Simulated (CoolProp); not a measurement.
Properties of m-xylene at several states (Tc = 616.9 K, pc = 3.535 MPa, ω = 0.326).

Computed with CoolProp (reference Helmholtz-energy equation of state, Zhou 2012).

| T (K) | p (MPa) | phase | density (kg/m³) | cp (kJ/(kg K)) | conductivity (mW/(m K)) |
|---|---|---|---|---|---|
| 540.9 | 0.0131 | gas | 0.3099 | 2.022 | 33.3 |
| 242.2 | 0.0252 | liquid | 907.1 | 1.554 | 143 |
| 301.6 | 0.629 | liquid | 857.4 | … | 129 |
| 365.4 | 1.92 | liquid | 802.3 | 1.938 | 113 |
| 401.8 | 13.4 | liquid | … | 2.046 | 110 |
| 344.9 | 7.04 | liquid | … | 1.859 | 121 |

### Question
Fill in the missing entries.

### Answer

- 301.6, cp (kJ/(kg K)): 1.722
- 401.8, density (kg/m³): 783.4
- 344.9, density (kg/m³): 825.5

Thermal conductivity comes from a separate model (Mylona 2014).
